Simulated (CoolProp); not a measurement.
The numbers come from the reference Helmholtz-energy equation of state, Lemmon 2006 in CoolProp. It is a short technical equation, of lower accuracy than the large ones.

Problem. For isopentane, give the phase and the conductivity (mW/(m K)) at 362.4 K and 3.72 MPa; 468.2 K and 0.0266 MPa.

Solution. 
- 362.4 K and 3.72 MPa: liquid; conductivity 85.8
- 468.2 K and 0.0266 MPa: gas; conductivity 37.2

Thermal conductivity comes from a separate model (Vassiliou 2015).
